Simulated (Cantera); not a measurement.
What does this Cantera script print?

```python
import numpy as np
import cantera as ct

gas_names = """
    H HNO HNO2 HNO3 HO2 H2 H2O H2O2 N NH NH2 NH3 NH2OH NO NO2 NO3 N2 N2H2 N2H4 N2O O OH O2 O3 Si SiH
    SiH2 SiH3 SiH4 SiN SiO SiO2 Si2 Si2N Si3
""".split()
cond_names = """
    H2O(s) H2O(L) Si(cr) Si(L) SiO2(Lqz) SiO2(hqz) SiO2(L) Si2N2O(s) Si3N4(a)
""".split()


def load(file, names, dense=False):
    # The tables refer to 1 bar. Condensed volumes are neglected.
    table = {s.name: s for s in ct.Species.list_from_file(file)}
    out = []
    for n in names:
        d = dict(table[n].input_data)
        d["thermo"] = dict(d["thermo"], **{"reference-pressure": 1e5})
        if dense:
            d["equation-of-state"] = {"model": "constant-volume", "density": "1e6 g/cm^3"}
        out.append(ct.Species.from_dict(d))
    return out


gas = ct.Solution(thermo="ideal-gas", species=load("nasa_gas.yaml", gas_names))
cond = {s.name: ct.Solution(thermo="fixed-stoichiometry", species=[s], name=s.name)
        for s in load("nasa_condensed.yaml", cond_names, dense=True)}
atoms = {
    'Si': {'Si': 1},
    'O2': {'O': 2},
    'H2': {'H': 2},
    'N2O': {'N': 2, 'O': 1},
}
top_T = {'Si2N2O(s)': 2100, 'Si3N4(a)': 2400}  # K; cautious upper limits of use, not melting points


def equilibrate(T, P, feed):
    n = {}
    for name, mol in feed.items():
        for a, k in atoms[name].items():
            n[a] = n.get(a, 0.0) + k * mol
    gas.TPX = T, P, n
    mass = sum(n.values()) * gas.mean_molecular_weight
    gas.equilibrate("TP")
    valid = [c for c in cond.values() if c.min_temp <= T <= top_T.get(c.name, c.max_temp)]
    mix = ct.Mixture([(gas, mass / gas.mean_molecular_weight)] + [(c, 0.0) for c in valid])
    mix.T, mix.P = T, P
    mix.equilibrate("TP", solver="vcs", rtol=1e-11, max_steps=5000)
    return mix


results = []
feed = {'Si': 1, 'O2': 0.48, 'H2': 1.3, 'N2O': 0.023}  # mol
T = 2025  # K
P = 101325  # Pa
mix = equilibrate(T, P, feed)
results.append((T, P, feed, dict(zip(mix.species_names, mix.species_moles))))
print(gas.report(threshold=1e-06))
for i in range(1, mix.n_phases):
    print(f"{mix.phase(i).name:16s} {mix.phase_moles(i):12.5e} mol")
```

Result:

```
       temperature   2025 K
          pressure   1.0132e+05 Pa
           density   0.11388 kg/m^3
  mean mol. weight   18.923 kg/kmol
   phase of matter   gas

                          1 kg             1 kmol
                     ---------------   ---------------
          enthalpy        8.9754e+05        1.6984e+07  J
   internal energy            7770.2        1.4703e+05  J
           entropy             12163        2.3016e+05  J/K
    Gibbs function       -2.3733e+07       -4.4909e+08  J
 heat capacity c_p            1875.7             35494  J/K
 heat capacity c_v            1436.3             27179  J/K

                      mass frac. Y      mole frac. X     chem. pot. / RT
                     ---------------   ---------------   ---------------
                 H        7.8554e-05         0.0014746           -10.013
                H2          0.063374           0.59484           -20.026
               H2O        0.00014823         0.0001557           -50.643
                N2         0.0062243         0.0042043           -32.441
                Si        8.5276e-05        5.7456e-05           -5.9569
               SiH        4.3907e-05        2.8558e-05            -15.97
              SiH2        0.00011562        7.2681e-05           -25.983
               SiO           0.92992           0.39916           -36.573
              Si2N        4.3803e-06        1.1811e-06           -28.134
     [  +26 minor]        7.2369e-06        3.2529e-06

Si(L)             5.21260e-02 mol
SiO2(L)           4.89675e-02 mol
Si2N2O(s)         1.38239e-02 mol
Si3N4(a)          0.00000e+00 mol
```

Method: chemical equilibrium by Gibbs-energy minimisation in Cantera with the NASA 1993 tables (ideal gas, pure condensed phases). Each liquid is taken as pure. Mutual solubility and eutectic melting of coexisting phases are not modelled. The tables hold silica as quartz up to 1696 K and as liquid above; real silica turns to tridymite and cristobalite and melts near 1996 K. Gases not in the tables: Si2H6 and higher silanes.
